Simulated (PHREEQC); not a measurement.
Dissolve 2 mmol/kgw HF, 24 mmol/kgw NH4HF2, 0.138 mmol/kgw H2SiF6 and 0.178 mmol/kgw H2SO4 at 25 °C. Closed to the air; pH follows from the charge balance.

All values are PHREEQC results (ion-association model, wateq4f.dat), not measurements.

This is a speciation only: nothing precipitates in the calculation.

Task: Estimate the pH, ionic strength.

Result: pH 3.12; ionic strength 0.0251 mol/kgw.

Task: In which forms is S present?

Result: SO4-2 82 %, NH4SO4- 14 %, HSO4- 3.9 % of the S.

SiF6-2 is the database's only silicon fluoride.
